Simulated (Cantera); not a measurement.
Feed: 1 mol Si, 1 mol NF₃, 99 mol N₂, equilibrated at 1000 K and 0.00710 bar.

Equilibrium computed with Cantera from the NASA thermochemical tables; the gas is ideal and each condensed phase is pure. Candidate condensed phases: Si, Si₃N₄; 16 gas species. The numbers say what is thermodynamically allowed, not how fast it happens.

Problem. What is the equilibrium state?

Solution. 
| Property | Value |
|---|---|
| x(N₂) | 0.993 |
| x(SiF₄) | 0.00749 |
| x(SiF₃) | 2.01e-6 |
| n(Si₃N₄(s)) | 0.0833 mol |
| gas amount | 100.1 mol |
| log10 activity of Si(s) (absent) | -5.76 |
